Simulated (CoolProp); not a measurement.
A simple Rankine cycle with water: condensing at 306.15 K, boiler at 0.222 MPa, turbine inlet 436.8 K, turbine efficiency 0.65, pump efficiency 0.8, no recuperator. Each further row changes one setting.

Computed with CoolProp (reference Helmholtz-energy equation of state, Wagner 2002).

```tsv
case	thermal efficiency (%)	net work (kJ/kg)	heat in (kJ/kg)	turbine exit temperature (K)	volume ratio over the turbine
as stated	13.9	370	2660	306.1	29.6
turbine inlet 456.8 K	14.0	379	2700	306.1	28.6
condensing temperature 298.15 K	15.1	406	2690	298.1	45.4
boiler pressure 0.155 MPa	12.7	339	2660	306.1	20.9
turbine efficiency 0.55	11.8	313	2660	306.1	30.3
```

The expansion ends wet for: as stated; turbine inlet 456.8 K; condensing temperature 298.15 K; boiler pressure 0.155 MPa; turbine efficiency 0.55.
